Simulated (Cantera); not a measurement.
Cantera run:

```python
import numpy as np
import cantera as ct

gas_names = """
    CL CL2 H HCL H2 N NH NH2 NH3 N2 N2H2 N2H4 Si SiCL SiCL2 SiCL3 SiCL4 SiH SiHCL3 SiH2 SiH2CL2 SiH3
    SiH3CL SiH4 SiN Si2 Si2N Si3
""".split()
cond_names = """
    NH4CL(a) NH4CL(b) Si(cr) Si(L) Si3N4(a)
""".split()


# ... load() reads the species with a 1 bar reference pressure and builds the phases ...
atoms = {
    'SiCl4': {'Si': 1, 'CL': 4},
    'Cl2': {'CL': 2},
    'N2': {'N': 2},
    'HCl': {'H': 1, 'CL': 1},
}
top_T = {'Si3N4(a)': 2400}  # K; cautious upper limits of use, not melting points


# ... equilibrate(T, P, feed) seeds the gas with the atoms and calls Mixture.equilibrate('TP', solver="vcs", rtol=1e-11, max_steps=5000) ...
results = []
feed = {'SiCl4': 1, 'Cl2': 0.21, 'N2': 56, 'HCl': 0.57}  # mol
T = 1100  # K
P = 101325  # Pa
mix = equilibrate(T, P, feed)
results.append((T, P, feed, dict(zip(mix.species_names, mix.species_moles))))
x = sorted(zip(gas.X, gas.species_names), reverse=True)
print(f"T = {T:g} K  P = {P:g} Pa  gas = {mix.phase_moles(0):.4g} mol")
print("   x: " + "  ".join(f"{s} {v:.3e}" for v, s in x if v > 0.0001))
print("   condensed (mol): " + ("  ".join(f"{mix.phase(i).name} {mix.phase_moles(i):.4g}"
      for i in range(1, mix.n_phases) if mix.phase_moles(i) > 1e-12) or "none"))
```

It prints:

```
T = 1100 K  P = 101325 Pa  gas = 57.78 mol
   x: N2 9.691e-01  SiCL4 1.731e-02  HCL 9.865e-03  CL2 3.589e-03
   condensed (mol): none
```

Method: chemical equilibrium by Gibbs-energy minimisation in Cantera with the NASA 1993 tables (ideal gas, pure condensed phases).
